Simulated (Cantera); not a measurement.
Mixture: CO : H2 : CH4 : O2 : N2 = 1 : 1.2 : 0.075 : 1.25 : 4.7 (molar parts), equivalence ratio 1.0, at 17300 Torr, adiabatic and at constant volume. Ignition delay is the time to a rise of 400 K.

Cantera simulation using GRI-Mech 3.0 (53 species, 325 reactions); the numbers are that mechanism's predictions, not measurements. The pressure lies above the range GRI-Mech 3.0 was tuned for (to about 10 atm). Below about 1000 K GRI-Mech 3.0 lacks low-temperature oxidation paths. Below about 950 K walls govern HO2 and H2O2 in real vessels.

**Question.** What does this change do: CO 1 to 1.9 parts?

**Answer.** 
```csv
quantity,before,after
delay at 925 K,19.5 ms,14.1 ms
delay at 1125 K,0.265 ms,0.190 ms
delay at 1325 K,7.43 µs,6.64 µs
delay at 1525 K,1.04 µs,1.11 µs
apparent activation energy between 1425 and 1625 K,110 kJ/mol,110 kJ/mol
```

**Question.** What does this change do: pressure from 17300 Torr to 645 Torr?

**Answer.** 
| quantity | before | after |
|---|---|---|
| delay at 925 K | 19.5 ms | 5.63 ms |
| delay at 1125 K | 0.265 ms | 0.112 ms |
| delay at 1325 K | 7.43 µs | 39.3 µs |
| delay at 1525 K | 1.04 µs | 22.4 µs |
Where the delays flatten at high temperature, the 400 K rule measures the pace of heat release, not the induction time.
